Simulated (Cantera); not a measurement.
Cantera run:

```python
import numpy as np
import cantera as ct

gas_names = [...]  # 109 gases of nasa_gas.yaml made of C, Cl, H, Si
cond_names = """
    C(gr) C6H6(L) C7H8(L) C8H18(L),n-octa Si(cr) Si(L) SiC(b)
""".split()


# ... load() reads the species with a 1 bar reference pressure and builds the phases ...
atoms = {
    '(CH3)2SiCl2': {'C': 2, 'H': 6, 'Si': 1, 'CL': 2},
    'C2H4': {'C': 2, 'H': 4},
    'H2': {'H': 2},
}
top_T = {'C(gr)': 4500, 'SiC(b)': 3050}  # K; cautious upper limits of use, not melting points


# ... equilibrate(T, P, feed) seeds the gas with the atoms and calls Mixture.equilibrate('TP', solver="vcs", rtol=1e-11, max_steps=5000) ...
results = []
T = 2673  # K
P = 1000  # Pa
for m in [2.3, 3.6, 5.5, 8.5, 13, 20, 31, 48, 73, 110, 170, 270, 410]:
    feed = {'(CH3)2SiCl2': 1, 'C2H4': 0.4, 'H2': m}  # mol
    mix = equilibrate(T, P, feed)
    results.append((T, P, feed, dict(zip(mix.species_names, mix.species_moles))))
    x = sorted(zip(gas.X, gas.species_names), reverse=True)
    print(f"T = {T:g} K  P = {P:g} Pa  n(H2) = {m:g} mol  gas = {mix.phase_moles(0):.4g} mol")
    print("   x: " + "  ".join(f"{s} {v:.3e}" for v, s in x if v > 0.001))
    print("   condensed (mol): " + ("  ".join(f"{mix.phase(i).name} {mix.phase_moles(i):.4g}"
          for i in range(1, mix.n_phases) if mix.phase_moles(i) > 1e-12) or "none"))
```

It prints:

```
T = 2673 K  P = 1000 Pa  n(H2) = 2.3 mol  gas = 9.989 mol
   x: H2 3.821e-01  H 3.168e-01  HCL 1.222e-01  CL 7.061e-02  Si 6.409e-02  SiC2 2.641e-02  C2H2,acetylene 8.167e-03  SiCL 3.293e-03  SiCL2 2.032e-03  Si2C 1.594e-03
   condensed (mol): C(gr) 2.054
T = 2673 K  P = 1000 Pa  n(H2) = 3.6 mol  gas = 11.62 mol
   x: H2 4.096e-01  H 3.280e-01  HCL 1.073e-01  CL 5.985e-02  Si 5.592e-02  SiC2 2.305e-02  C2H2,acetylene 8.755e-03  SiCL 2.436e-03  SiCL2 1.274e-03  Si2C 1.214e-03
   condensed (mol): C(gr) 2
T = 2673 K  P = 1000 Pa  n(H2) = 5.5 mol  gas = 14 mol
   x: H2 4.390e-01  H 3.396e-01  HCL 9.080e-02  CL 4.894e-02  Si 4.710e-02  SiC2 1.941e-02  C2H2,acetylene 9.383e-03  SiCL 1.678e-03
   condensed (mol): C(gr) 1.925
T = 2673 K  P = 1000 Pa  n(H2) = 8.5 mol  gas = 17.75 mol
   x: H2 4.701e-01  H 3.514e-01  HCL 7.295e-02  CL 3.800e-02  Si 3.768e-02  SiC2 1.553e-02  C2H2,acetylene 1.005e-02  SiCL 1.042e-03
   condensed (mol): C(gr) 1.809
T = 2673 K  P = 1000 Pa  n(H2) = 13 mol  gas = 23.36 mol
   x: H2 4.985e-01  H 3.619e-01  HCL 5.624e-02  Si 2.896e-02  CL 2.844e-02  SiC2 1.193e-02  C2H2,acetylene 1.066e-02
   condensed (mol): C(gr) 1.639
T = 2673 K  P = 1000 Pa  n(H2) = 20 mol  gas = 32.1 mol
   x: H2 5.234e-01  H 3.708e-01  HCL 4.142e-02  Si 2.128e-02  CL 2.044e-02  C2H2,acetylene 1.119e-02  SiC2 8.771e-03
   condensed (mol): C(gr) 1.377
T = 2673 K  P = 1000 Pa  n(H2) = 31 mol  gas = 45.83 mol
   x: H2 5.435e-01  H 3.779e-01  HCL 2.926e-02  Si 1.502e-02  CL 1.418e-02  C2H2,acetylene 1.162e-02  SiC2 6.190e-03
   condensed (mol): C(gr) 0.9684
T = 2673 K  P = 1000 Pa  n(H2) = 48 mol  gas = 67.03 mol
   x: H2 5.586e-01  H 3.831e-01  HCL 2.013e-02  C2H2,acetylene 1.194e-02  Si 1.032e-02  CL 9.618e-03  SiC2 4.254e-03
   condensed (mol): C(gr) 0.3387
T = 2673 K  P = 1000 Pa  n(H2) = 73 mol  gas = 98.23 mol
   x: H2 5.708e-01  H 3.872e-01  HCL 1.380e-02  C2H2,acetylene 1.004e-02  Si 7.448e-03  CL 6.522e-03  SiC2 2.526e-03
   condensed (mol): none
T = 2673 K  P = 1000 Pa  n(H2) = 110 mol  gas = 144.4 mol
   x: H2 5.805e-01  H 3.905e-01  HCL 9.416e-03  C2H2,acetylene 7.269e-03  Si 5.472e-03  CL 4.414e-03  SiC2 1.321e-03
   condensed (mol): none
T = 2673 K  P = 1000 Pa  n(H2) = 170 mol  gas = 219.3 mol
   x: H2 5.877e-01  H 3.929e-01  HCL 6.216e-03  C2H2,acetylene 5.046e-03  Si 3.842e-03  CL 2.895e-03
   condensed (mol): none
T = 2673 K  P = 1000 Pa  n(H2) = 270 mol  gas = 344.1 mol
   x: H2 5.929e-01  H 3.947e-01  HCL 3.968e-03  C2H2,acetylene 3.354e-03  Si 2.575e-03  CL 1.840e-03
   condensed (mol): none
T = 2673 K  P = 1000 Pa  n(H2) = 410 mol  gas = 518.9 mol
   x: H2 5.960e-01  H 3.957e-01  HCL 2.634e-03  C2H2,acetylene 2.286e-03  Si 1.764e-03  CL 1.219e-03
   condensed (mol): none
```

Method: chemical equilibrium by Gibbs-energy minimisation in Cantera with the NASA 1993 tables (ideal gas, pure condensed phases). The feed counts by its element totals alone. The tables' values for SiCl are old estimates; treat these amounts as uncertain. Gases not in the tables: Si2H6 and higher silanes.
